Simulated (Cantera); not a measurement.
Standard-state values (1 bar) from the NASA 1993 polynomials, evaluated with Cantera. Values are per mole of reaction as written; species without (g) are pure solids or liquids, kept so even where they would boil at 1 bar.

Problem. Between 2298 and 2698 K, where is each reaction favourable under standard conditions?
- Ba + 2 HF(g) → BaF₂ + H₂(g)
- BaF₂ → Ba + 2 F(g)
- 2 HF(g) + Ba → BaF₂ + 2 H(g)

Solution. 
- Ba + 2 HF(g) → BaF₂ + H₂(g): ΔG° is -307 kJ at 2298 K and -260 kJ at 2698 K; it stays negative (K > 1). ΔH° is -576 kJ and ΔS° -117 J/K at 2698 K.
- BaF₂ → Ba + 2 F(g): ΔG° is 742 kJ at 2298 K and 644 kJ at 2698 K; it stays positive (K < 1). ΔH° is 1305 kJ and ΔS° 245 J/K at 2698 K.
- 2 HF(g) + Ba → BaF₂ + 2 H(g): ΔG° is -130 kJ at 2298 K and -131 kJ at 2698 K; it stays negative (K > 1). ΔH° is -118 kJ and ΔS° 5 J/K at 2698 K.
